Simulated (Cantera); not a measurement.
Charge: 1 mol Al, 0.44 mol H2O, 0.044 mol H2, equilibrated at 10.0 mbar.

Equilibrium computed with Cantera from the NASA thermochemical tables; the gas is ideal and each condensed phase is pure. Candidate condensed phases: Al, Al2O3, H2O; 19 gas species. Mutual solubility and eutectic melting of coexisting phases are not modelled. Kinetics and transport are ignored. All values below are at 927 °C.

Base state: H2 1.000 (mole fractions); condensed: Al(l) + Al2O3(s).

What changes in the equilibrium state with this change: 0.13 mol Cl2 added?


```tsv
species	before	after
H2	1.000	0.667
AlCl	0	0.315
AlCl2	0	0.00909
AlCl3	0	0.00848
HCl	0	0.000276
Al(l), mol	0.707	0.466
Al2O3(s), mol	0.147	0.147
```
The tables' values for AlCl2 are old estimates; treat these amounts as uncertain. Further candidate phases: AlCl3.
